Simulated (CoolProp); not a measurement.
Values from CoolProp's reference Helmholtz-energy equation of state, Akasaka 2023.

Task: For R1224YDZ, give the phase and the Z, fugacity coefficient at 318.3 K and 542 kPa.

Result: 
- 318.3 K and 542 kPa: liquid; Z 0.0233, fugacity coefficient 0.487
